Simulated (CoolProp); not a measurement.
Properties of hexamethyldisiloxane (MM) along the isobar 9.44 MPa (Tc = 245.6 °C, pc = 1.931 MPa, ω = 0.418).

Computed with CoolProp (reference Helmholtz-energy equation of state, Thol 2016).

```csv
T (°C),phase,density (kg/m³),cp (kJ/(kg K)),speed of sound (m/s),expansivity (1/kK)
213.75,liquid,577.7,2.352,461.0,2.017
227.05,liquid,562.0,2.383,433.9,2.117
240.35,liquid,546.0,2.412,408.1,2.224
253.65,supercritical,529.7,2.442,383.7,2.337
266.95,supercritical,513.1,2.470,360.7,2.457
280.35,supercritical,496.1,2.498,339.2,2.582
293.65,supercritical,478.9,2.525,319.4,2.710
306.95,supercritical,461.6,2.551,301.4,2.837
320.25,supercritical,444.1,2.576,285.2,2.959
333.55,supercritical,426.7,2.599,270.9,3.070
346.85,supercritical,409.3,2.620,258.5,3.162
```
